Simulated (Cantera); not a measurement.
An isothermal plug-flow reactor at 500 K and 0.210 bar (inlet), inlet velocity 3.5 m/s, active area per volume 460 1/m; feed CO : O2 : N2 : H2O = 0.0065 : 0.011 : 0.79 : 0.0051 (molar parts), equivalence ratio 0.30.

Model: Deutschmann's 1995 Pt surface mechanism with GRI-Mech 3.0 gas chemistry, integrated in Cantera. Catalytic surfaces can have several steady states; this one follows from the mechanism file's or the stated starting coverage. Mass transfer to the wall is taken as infinitely fast.

Question: What does this change do: temperature 500 to 998 K?

Answer: 
```tsv
quantity	before	after
x(CO) at z = 0.0091 m	0.00800	<1e-12
x(O2) at z = 0.0091 m	0.0135	0.00958
x(H2O) at z = 0.0091 m	0.00628	0.00630
x(CO2) at z = 0.0091 m	6.60e-7	0.00803
θ(free Pt) at the exit	0.00149	0.426
```
